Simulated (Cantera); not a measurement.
A Cantera script and what it prints.

```python
import numpy as np
import cantera as ct

gas_names = """
    O2 NbO2 PbO
""".split()
cond_names = """
    Nb(cr) Nb(L) Ba(cr) Ba(L) BaO(s) BaO(L) Pb(cr) Pb(L) Ti(a) Ti(b) Ti(L) Ti3O5(a) Ti3O5(b) Ti3O5(L)
""".split()


# ... load() reads the species with a 1 bar reference pressure and builds the phases ...
species = {s.name: s for s in load("nasa_gas.yaml", gas_names) + load("nasa_condensed.yaml", cond_names)}
# Each term lists the table entries of one substance; the one whose range holds T is used.
reactions = {
    'Nb + O2(g) = NbO2(g)':
        [(-1, ['Nb(cr)', 'Nb(L)']), (-1, ['O2']), (1, ['NbO2'])],
    '2 Ba + O2(g) = 2 BaO':
        [(-2, ['Ba(cr)', 'Ba(L)']), (-1, ['O2']), (2, ['BaO(s)', 'BaO(L)'])],
    '2 Pb + O2(g) = 2 PbO(g)':
        [(-2, ['Pb(cr)', 'Pb(L)']), (-1, ['O2']), (2, ['PbO'])],
    '1.2 Ti + O2(g) = 0.4 Ti3O5':
        [(-1.2, ['Ti(a)', 'Ti(b)', 'Ti(L)']), (-1, ['O2']), (0.4, ['Ti3O5(a)', 'Ti3O5(b)', 'Ti3O5(L)'])],
}


def pick(names, T):
    return next(species[n] for n in names if species[n].thermo.min_temp <= T <= species[n].thermo.max_temp)


results = []
for label, terms in reactions.items():
    print(label)
    print("     T/K   dH/kJ  dS/(J/K)   dG/kJ   log10 K")
    for T in [300, 1673, 1698, 1723, 1748, 1773, 1798, 1823, 1848, 1873]:
        used = [(nu, pick(names, T)) for nu, names in terms]
        dH = sum(nu * s.thermo.h(T) for nu, s in used) / 1e6
        dS = sum(nu * s.thermo.s(T) for nu, s in used) / 1e3
        dG = dH - T * dS / 1e3
        logK = -dG * 1e6 / (ct.gas_constant * T * np.log(10))
        results.append((label, T, dH, dS, dG, logK, [s.name for _, s in used]))
        print(f"{T:8g} {dH:8.1f} {dS:8.1f} {dG:8.1f} {logK:8.2f}")
```

Result:

```
Nb + O2(g) = NbO2(g)
     T/K   dH/kJ  dS/(J/K)   dG/kJ   log10 K
     300   -200.0     31.2   -209.4    36.46
    1673   -210.8     18.1   -241.1     7.53
    1698   -211.1     17.9   -241.5     7.43
    1723   -211.3     17.8   -242.0     7.34
    1748   -211.6     17.6   -242.4     7.24
    1773   -211.9     17.5   -242.9     7.15
    1798   -212.2     17.3   -243.3     7.07
    1823   -212.5     17.1   -243.7     6.98
    1848   -212.8     17.0   -244.2     6.90
    1873   -213.1     16.8   -244.6     6.82
2 Ba + O2(g) = 2 BaO
     T/K   dH/kJ  dS/(J/K)   dG/kJ   log10 K
     300  -1096.2   -185.7  -1040.5   181.17
    1673  -1105.3   -191.1   -785.6    24.53
    1698  -1105.1   -191.0   -780.8    24.02
    1723  -1104.9   -190.9   -776.0    23.53
    1748  -1104.8   -190.8   -771.3    23.05
    1773  -1104.6   -190.7   -766.5    22.58
    1798  -1104.3   -190.6   -761.7    22.13
    1823  -1104.1   -190.4   -757.0    21.69
    1848  -1103.9   -190.3   -752.2    21.26
    1873  -1103.7   -190.2   -747.5    20.84
2 Pb + O2(g) = 2 PbO(g)
     T/K   dH/kJ  dS/(J/K)   dG/kJ   log10 K
     300    140.6    145.2     97.0   -16.89
    1673    104.7     96.6    -56.8     1.77
    1698    104.3     96.3    -59.3     1.82
    1723    103.8     96.0    -61.7     1.87
    1748    103.4     95.8    -64.1     1.91
    1773    102.9     95.5    -66.4     1.96
    1798    102.4     95.2    -68.8     2.00
    1823    102.0     95.0    -71.2     2.04
    1848    101.5     94.7    -73.6     2.08
    1873    101.0     94.5    -75.9     2.12
1.2 Ti + O2(g) = 0.4 Ti3O5
     T/K   dH/kJ  dS/(J/K)   dG/kJ   log10 K
     300   -983.7   -190.3   -926.6   161.33
    1673   -966.4   -164.0   -692.1    21.61
    1698   -965.9   -163.7   -688.0    21.16
    1723   -965.5   -163.4   -683.9    20.73
    1748   -965.1   -163.2   -679.8    20.31
    1773   -964.6   -163.0   -675.7    19.91
    1798   -964.2   -162.7   -671.7    19.51
    1823   -963.8   -162.5   -667.6    19.13
    1848   -963.4   -162.3   -663.5    18.75
    1873   -963.0   -162.0   -659.5    18.39
```

Source: NASA polynomial tables (part measured, part estimated), evaluated in Cantera. Condensed species are held in their standard states even where they would react or evaporate.
